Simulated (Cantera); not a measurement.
Feed: 1 mol CHF3, 0.1 mol CH4, at 2075 K.

Method: chemical equilibrium by Gibbs-energy minimisation in Cantera with the NASA 1993 tables (ideal gas, pure condensed phases). Candidate condensed phases: C, C6H6, C7H8, C8H18; 95 gas species. Gases not in the tables: C2F6 and larger saturated fluorocarbons. The numbers say what is thermodynamically allowed, not how fast it happens.

### Question
What share of the C ends up in condensed phases as a function of P (Pa), at 1, 5.20, 27, 140, 720, 3700, 19000, 100000?

### Answer
| P (Pa) | C condensed (%) | as |
|---|---|---|
| 1 | 96.2 | C(graphite) |
| 5.20 | 87.4 | C(graphite) |
| 27 | 68.7 | C(graphite) |
| 140 | 57.1 | C(graphite) |
| 720 | 57.9 | C(graphite) |
| 3700 | 60.4 | C(graphite) |
| 19000 | 62.0 | C(graphite) |
| 100000 | 62.9 | C(graphite) |
